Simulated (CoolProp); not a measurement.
Saturation properties of CHF3 (R23).

Values from CoolProp's reference Helmholtz-energy equation of state, Penoncello 2003.

| T (°C) | p (MPa) | enthalpy of vaporisation (kJ/kg) | liquid cp (kJ/(kg K)) | vapour viscosity (µPa s) |
|---|---|---|---|---|
| -130.85 | 0.001870 | 275.7 | 1.195 | 6.75 |
| -113.15 | 0.01105 | 263.1 | 1.202 | 7.75 |
| -95.55 | 0.04322 | 250.0 | 1.218 | 8.73 |
| -77.85 | 0.1282 | 235.9 | 1.245 | 9.70 |
| -60.25 | 0.3084 | 220.2 | 1.289 | 10.7 |
| -42.55 | 0.6421 | 201.9 | 1.358 | 11.7 |
| -24.85 | 1.195 | 179.9 | 1.472 | 12.8 |
| -7.25 | 2.040 | 152.0 | 1.689 | 14.2 |

It boils at -82.0 °C under 1 atm.

Viscosity comes from a separate model (Shan 2000).
